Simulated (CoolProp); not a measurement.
Vapour pressure (MPa) of n-undecane: the reference equation beside estimates from Tc = 365.7 °C, pc = 1.990 MPa, ω = 0.539.

The numbers come from the reference Helmholtz-energy equation of state, Aleksandrov 2011 in CoolProp. It is a short technical equation, of lower accuracy than the large ones.

```tsv
T (°C)	reference	Lee-Kesler	van der Waals	Redlich-Kwong
191.25	(withheld)	(withheld)	0.4826	0.2376
204.65	0.1253	0.1267	0.5549	0.2973
218.15	0.1702	0.1727	0.6343	0.3674
231.65	0.2266	0.2305	0.7207	0.4483
245.15	0.2966	0.3023	0.8142	0.5407
258.65	0.3823	0.3899	0.9150	0.6455
272.15	0.4860	0.4958	1.023	0.7632
285.65	0.6102	0.6225	1.139	0.8947
299.05	0.7568	0.7715	1.262	1.039
312.55	(withheld)	0.9484	(withheld)	1.200
```

### Question
What belongs in the gaps?

### Answer

- 191.25, reference: 0.09055
- 191.25, Lee-Kesler: 0.09118
- 312.55, reference: 0.9313
- 312.55, van der Waals: 1.394

Absolute difference from the reference over all 10 rows, mean and median: Lee-Kesler 1.7 and 1.9 %, van der Waals 189.4 and 156.9 %, Redlich-Kwong 83.4 and 75.6 %.
